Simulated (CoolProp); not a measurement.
Vapour-liquid equilibrium of R125 (1) + R1234yf (2) at 0.0117 MPa; x and y are mole fractions of (1).

Model: multi-fluid Helmholtz-energy mixture model, Lemmon 2005 and Lemmon 2022; pair parameters Bell 2023, in CoolProp.

| x | bubble temperature, mixture model (K) | bubble temperature, Raoult's law (K) | y, mixture model | y, Raoult's law |
|---|---|---|---|---|
| 0.05 | 202.6 | 202.7 | 0.127 | 0.125 |
| 0.125 | 200.9 | 201.0 | 0.283 | 0.281 |
| 0.2 | 199.4 | 199.5 | 0.409 | 0.408 |
| 0.275 | 198.1 | 198.2 | 0.513 | 0.513 |
| 0.35 | 196.8 | 196.9 | 0.600 | 0.600 |
| 0.425 | 195.7 | 195.8 | 0.673 | 0.675 |
| 0.5 | 194.7 | 194.7 | 0.736 | 0.738 |
| 0.575 | 193.7 | 193.8 | 0.791 | 0.793 |
| 0.65 | 192.8 | 192.8 | 0.838 | 0.841 |
| 0.725 | 192.0 | 192.0 | 0.881 | 0.883 |
| 0.8 | 191.2 | 191.2 | 0.918 | 0.920 |
| 0.875 | 190.4 | 190.5 | 0.952 | 0.953 |
| 0.95 | 189.7 | 189.7 | 0.982 | 0.982 |

The largest gap from Raoult's law is -0.1 K in bubble temperature, at x = 0.275. No azeotrope shows between x = 0.05 and 0.95.

Pair parameters are fitted to limited data, so mixtures are less certain than the pure fluids.
